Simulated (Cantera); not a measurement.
Charge: 1 mol PH3, 0.052 mol H2, held at 1877 °C and 5.40 bar.

Equilibrium computed with Cantera from the NASA thermochemical tables; the gas is ideal and each condensed phase is pure. Candidate condensed phases: P; 7 gas species. Equilibrium is a limit: real reactors are often held back by kinetics, nucleation or transport.

Base state: H2 0.756, P2 0.240, P4 0.00186, H 0.00158, PH 0.000508, P 0.000248, PH3 0.000220 (mole fractions); condensed: gas only.

What changes in the equilibrium state with this change: pressure from 5.40 bar to 120 bar?


```tsv
species	before	after
H2	0.756	0.773
P2	0.240	0.194
P4	0.00186	0.0272
PH3	0.000220	0.00456
P	0.000248	4.73e-5
```
The ideal-gas law is rough above about 30 bar.

What changes in the equilibrium state with this change: PH3 replaced by CS2?


| species | before | after |
|---|---|---|
| CS2 | 0 | 0.720 |
| S2 | 0 | 0.179 |
| CS | 0 | 0.0472 |
| H2 | 0.756 | 0.0319 |
| P2 | 0.240 | 0 |
| H2S | 0 | 0.0127 |
| SH | 0 | 0.00737 |
| P4 | 0.00186 | 0 |
| S | 0 | 0.00145 |
| PH | 0.000508 | 0 |
| P | 0.000248 | 0 |
| C(graphite), mol | 0 | 0.178 |
Further candidate phases: C, C6H6, C7H8, C8H18, S.
